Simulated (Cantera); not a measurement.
A closed system holds: 1 mol Si, 2.8 mol F2, at 925 °C and 0.240 bar.

These are equilibrium values from Cantera (NASA tables, ideal gas, pure condensed phases), not measurements of a reactor. Kinetics and transport are ignored.

```tsv
species	before	after
SiF4	0.443	0.989
SiF3	<1e-9	0.0104
SiF2	<1e-9	0.000121
F	0.404	<1e-9
F2	0.152	<1e-9
Si(s), mol	0	0.348
```
Gas species are given as mole fractions.

**Question.** Name the change that produced these shifts.
A) temperature from 925 °C to 1125 °C
B) pressure from 0.240 bar to 13.3 mbar
C) pressure from 0.240 bar to 4.90 Pa
D) F2 from 2.8 to 1.3 mol

**Answer.** D, F2 from 2.8 to 1.3 mol. The tables' values for SiF3, SiF2 are old estimates; treat these amounts as uncertain
